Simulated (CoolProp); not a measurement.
Vapour pressure (MPa) of dodecamethylpentasiloxane (MD3M): the reference equation beside estimates from Tc = 628.0 K, pc = 0.9540 MPa, ω = 0.730. Clausius-Clapeyron is anchored at 396.7 K with a constant enthalpy of vaporisation of 56.08 kJ/mol.

The numbers come from the reference Helmholtz-energy equation of state, Thol 2019 in CoolProp.

```
T (K)  reference  Clausius-Clapeyron  van der Waals  Redlich-Kwong  Peng-Robinson
-----  ---------  ------------------  -------------  -------------  -------------
380.6   0.001689            0.001720            ___        0.02169       0.001943
386     0.002183            0.002204        0.09512            ___       0.002480
391.3   0.002782            0.002792         0.1027        0.02873       0.003124
396.7   0.003530            0.003530            ___        0.03288            ___
402     0.004422            0.004417         0.1192        0.03737       0.004865
407.4   0.005518            0.005517         0.1282        0.04240       0.006016
412.7   0.006805                 ___         0.1375        0.04781       0.007360
418.1   0.008364            0.008428         0.1473        0.05383            ___
```

Task: Complete the blanks.

Result: 
- 380.6, van der Waals: 0.08779
- 386, Redlich-Kwong: 0.02505
- 396.7, van der Waals: 0.1108
- 396.7, Peng-Robinson: 0.003922
- 412.7, Clausius-Clapeyron: 0.006824
- 418.1, Peng-Robinson: 0.008978

Absolute difference from the reference over all 8 rows, mean and median: Clausius-Clapeyron 0.5 and 0.3 %, van der Waals 3048.3 and 2817.2 %, Redlich-Kwong 819.4 and 788.3 %, Peng-Robinson 10.8 and 10.6 %.
